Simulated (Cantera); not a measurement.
Cantera run:

```python
import numpy as np
import cantera as ct

gas_names = """
    H HNO HNO2 HNO3 HO2 H2 H2O H2O2 N NH NH2 NH3 NH2OH NO NO2 NO3 N2 N2H2 N2H4 N2O O OH O2 O3 Si SiH
    SiH2 SiH3 SiH4 SiN SiO SiO2 Si2 Si2N Si3
""".split()
cond_names = """
    H2O(s) H2O(L) Si(cr) Si(L) SiO2(Lqz) SiO2(hqz) SiO2(L) Si2N2O(s) Si3N4(a)
""".split()


# ... load() reads the species with a 1 bar reference pressure and builds the phases ...
atoms = {
    'Si3N4': {'Si': 3, 'N': 4},
    'H2O': {'H': 2, 'O': 1},
    'H2': {'H': 2},
}
top_T = {'Si2N2O(s)': 2100, 'Si3N4(a)': 2400}  # K; cautious upper limits of use, not melting points


# ... equilibrate(T, P, feed) seeds the gas with the atoms and calls Mixture.equilibrate('TP', solver="vcs", rtol=1e-11, max_steps=5000) ...
results = []
feed = {'Si3N4': 1, 'H2O': 0.058, 'H2': 1.4}  # mol
P = 510000  # Pa
for T in [1748, 1773, 1798, 1823, 1848, 1873, 1898, 1923, 1948, 1973, 1998]:
    mix = equilibrate(T, P, feed)
    results.append((T, P, feed, dict(zip(mix.species_names, mix.species_moles))))

top = {s: max(r[3][s] / sum(r[3][g] for g in gas_names) for r in results) for s in gas_names}
cols = sorted((s for s in top if top[s] > 1e-06), key=lambda s: -top[s])[:9]
seen = [c for c in cond_names if any(r[3].get(c, 0) > 1e-12 for r in results)]
print("log10 of partial pressures in bar; condensed amounts in mol")
print(f"{'T/K':>10s}" + "".join(f"{s[:9]:>10s}" for s in cols + seen))
for T, P, feed, n in results:
    ng = sum(n[g] for g in gas_names)
    print(f"{T:10.4g}" + "".join(f"{np.log10(max(n[s] / ng * P / 1e5, 1e-99)):10.3f}" for s in cols)
          + "".join(f"{n.get(c, 0):10.4g}" for c in seen))
```

Output:

```
log10 of partial pressures in bar; condensed amounts in mol
       T/K        H2        N2       SiO         H      SiH2       NH3       SiH        Si      SiH4     Si(L) Si2N2O(s)  Si3N4(a)
      1748     0.702    -1.176    -4.271    -3.290    -4.826    -4.022    -6.201    -6.677    -5.361         0   0.05798    0.9613
      1773     0.702    -1.176    -4.030    -3.195    -4.622    -4.045    -5.945    -6.388    -5.248         0   0.05797    0.9613
      1798     0.702    -1.175    -3.796    -3.102    -4.424    -4.068    -5.696    -6.107    -5.139         0   0.05795    0.9613
      1823     0.702    -1.175    -3.568    -3.012    -4.232    -4.090    -5.454    -5.834    -5.033         0   0.05792    0.9614
      1848     0.702    -1.175    -3.347    -2.925    -4.046    -4.112    -5.219    -5.569    -4.930         0   0.05787    0.9614
      1873     0.702    -1.174    -3.133    -2.839    -3.864    -4.133    -4.991    -5.311    -4.830         0   0.05778    0.9614
      1898     0.702    -1.172    -2.924    -2.756    -3.688    -4.153    -4.769    -5.061    -4.734         0   0.05765    0.9614
      1923     0.701    -1.170    -2.721    -2.675    -3.518    -4.172    -4.554    -4.818    -4.640         0   0.05745    0.9615
      1948     0.700    -1.089    -2.550    -2.597    -3.406    -4.152    -4.398    -4.634    -4.604  0.006027   0.05718    0.9596
      1973     0.697    -0.940    -2.407    -2.521    -3.345    -4.102    -4.293    -4.501    -4.619   0.02069   0.05685    0.9548
      1998     0.693    -0.796    -2.267    -2.448    -3.286    -4.054    -4.191    -4.371    -4.636   0.04103    0.0564    0.9481
```

Equilibrium computed with Cantera from the NASA thermochemical tables; the gas is ideal and each condensed phase is pure. Mutual solubility and eutectic melting of coexisting phases are not modelled. Gases not in the tables: Si2H6 and higher silanes.
